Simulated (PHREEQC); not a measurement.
A column of 0.5 m (30 cells, dispersivity 0.04 m, 3600 s a shift, diffusion coefficient 3e-10 m²/s) holds 0.022 eq of the database's cation exchanger X per kg of pore water, first in equilibrium with 6 mmol/kgw ZnSO4 and 0.01 mmol/kgw HCl. It is flushed with 30 mmol/kgw NaCl, 0.33 mmol/kgw ZnSO4 and 0.01 mmol/kgw HCl, at 25 °C. Values are for the last cell. No CO2 enters from the air. Precipitation was switched off in this run.

The series has 31 steps of pore volumes, from 0 to 4.017.

Equilibrium calculation in PHREEQC: ion-association model, phreeqc.dat.

Problem. After how many pore volumes does Na at the outlet first reach half of its feed value?

Solution. By 1.2 pore volumes.
